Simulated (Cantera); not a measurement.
What does this Cantera script print?

```python
import numpy as np
import cantera as ct

gas_names = """
    N NO NO2 NO3 N2 N2O O O2 O3 V VN VO VO2
""".split()
cond_names = """
    V(cr) V(L) VN(s) VO(s) VO(L) V2O3(s) V2O3(L) V2O4(I) V2O4(II) V2O4(L) V2O5(s) V2O5(L)
""".split()


# ... load() reads the species with a 1 bar reference pressure and builds the phases ...
atoms = {
    'V': {'V': 1},
    'N2O': {'N': 2, 'O': 1},
}
top_T = {'VN(s)': 2300}  # K; cautious upper limits of use, not melting points


# ... equilibrate(T, P, feed) seeds the gas with the atoms and calls Mixture.equilibrate('TP', solver="vcs", rtol=1e-11, max_steps=5000) ...
results = []
feed = {'V': 1, 'N2O': 12}  # mol
T = 925  # K
P = 100000  # Pa
mix = equilibrate(T, P, feed)
results.append((T, P, feed, dict(zip(mix.species_names, mix.species_moles))))
x = sorted(zip(gas.X, gas.species_names), reverse=True)
print(f"T = {T:g} K  P = {P:g} Pa  gas = {mix.phase_moles(0):.4g} mol")
print("   x: " + "  ".join(f"{s} {v:.3e}" for v, s in x if v > 0.001))
print("   condensed (mol): " + ("  ".join(f"{mix.phase(i).name} {mix.phase_moles(i):.4g}"
      for i in range(1, mix.n_phases) if mix.phase_moles(i) > 1e-12) or "none"))
```

It prints:

```
T = 925 K  P = 100000 Pa  gas = 16.75 mol
   x: N2 7.164e-01  O2 2.836e-01
   condensed (mol): V2O5(s) 0.5
```

Equilibrium computed with Cantera from the NASA thermochemical tables; the gas is ideal and each condensed phase is pure. Condensed phases not in the tables: the oxides between V2O3 and V2O5 other than VO2. Gases not in the tables: V4O10.
